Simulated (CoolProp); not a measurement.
Values from CoolProp's reference Helmholtz-energy equation of state, Fiedler 2023.

Q: Give the vapour pressure (bar), enthalpy of vaporisation (kJ/kg), liquid cp (kJ/(kg K)), vapour Z of saturated tetrahydrofuran at 420.7, 476.2, 490.1 K.

A: 
```tsv
T (K)	p (bar)	enthalpy of vaporisation (kJ/kg)	liquid cp (kJ/(kg K))	vapour Z
420.7	8.03	346	2.27	0.872
476.2	21.3	275	2.68	0.735
490.1	26.3	250	2.86	0.686
```
